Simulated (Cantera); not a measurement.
Feed: 1 mol SiHCl₃, 280 mol N₂, equilibrated at 7000 Pa.

Method: chemical equilibrium by Gibbs-energy minimisation in Cantera with the NASA 1993 tables (ideal gas, pure condensed phases). Candidate condensed phases: NH₄Cl, Si, Si₃N₄; 28 gas species. The tables' values for SiCl₃ are old estimates; treat these amounts as uncertain. Rates play no part. All values below are at 1625 K.

Base state: N₂ 0.993, SiCl₂ 0.00326, HCl 0.00318, SiCl₃ 0.000240, H₂ 0.000184, Cl 4.92e-5, SiCl₄ 4.11e-5 (mole fractions); condensed: gas only.

Task: What changes in the equilibrium state with this change: SiHCl₃ replaced by SiH₄?

Result: 
```json
[
 {"species": "N₂", "before": "0.993", "after": "0.993"},
 {"species": "H₂", "before": "0.000184", "after": "0.00710"},
 {"species": "H", "before": "3.61e-6", "after": "2.25e-5"},
 {"species": "SiCl₂", "before": "0.00326", "after": "0"},
 {"species": "HCl", "before": "0.00318", "after": "0"},
 {"species": "SiCl₃", "before": "0.000240", "after": "0"},
 {"species": "Cl", "before": "4.92e-5", "after": "0"},
 {"species": "SiCl₄", "before": "4.11e-5", "after": "0"},
 {"species": "Si₃N₄(s), mol", "before": "0", "after": "0.333"}
]
```

Task: What changes in the equilibrium state with this change: SiHCl₃ replaced by Si₂H₆?

Result: 
| species | before | after |
|---|---|---|
| N₂ | 0.993 | 0.989 |
| H₂ | 0.000184 | 0.0106 |
| H | 3.61e-6 | 2.75e-5 |
| SiCl₂ | 0.00326 | 0 |
| HCl | 0.00318 | 0 |
| SiCl₃ | 0.000240 | 0 |
| Cl | 4.92e-5 | 0 |
| SiCl₄ | 4.11e-5 | 0 |
| Si₃N₄(s), mol | 0 | 0.667 |
The feed counts by its element totals alone.
